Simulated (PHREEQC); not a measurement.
Make-up at 25 °C: 0.024 mol/kgw CO2. Closed to the air; pH follows from the charge balance.

Model: ion-association model, phreeqc.dat, run in PHREEQC.

| quantity | before | after |
|---|---|---|
| pH | 3.99 | 4.14 |
| ionic strength (mol/kgw) | 0.000104 | 7.35e-5 |
| HCO3- (mol/kgw) | 0.000104 | 7.35e-5 |
| (CO2)2 (mol/kgw) | 1.05e-5 | 2.61e-6 |
| CO3-2 (mol/kgw) | 4.91e-11 | 4.88e-11 |

Question: Which change was made?
A. 0.0054 mol/kgw NaHCO3 added
B. diluted 100-fold with water
C. CO2 from 0.024 to 0.0216 mol/kgw
D. CO2 from 0.024 to 0.012 mol/kgw

Answer: D, CO2 from 0.024 to 0.012 mol/kgw

This is a speciation only: nothing precipitates in the calculation.
